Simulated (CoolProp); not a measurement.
The numbers come from the reference Helmholtz-energy equation of state, Lemmon 2006 in CoolProp. It is a short technical equation, of lower accuracy than the large ones.

Q: For hydrogen sulfide, give the phase and the density (kg/m³), cp (kJ/(kg K)), cv (kJ/(kg K)), expansivity (1/kK) at 410.1 K and 28.1 bar; 410.1 K and 112 bar; 410.1 K and 225 bar.

A: 
- 410.1 K and 28.1 bar: gas; density 30.6, cp 1.20, cv 0.842, expansivity 3.21
- 410.1 K and 112 bar: supercritical; density 189, cp 3.00, cv 1.02, expansivity 12.6
- 410.1 K and 225 bar: supercritical; density 526, cp 2.86, cv 1.03, expansivity 7.21
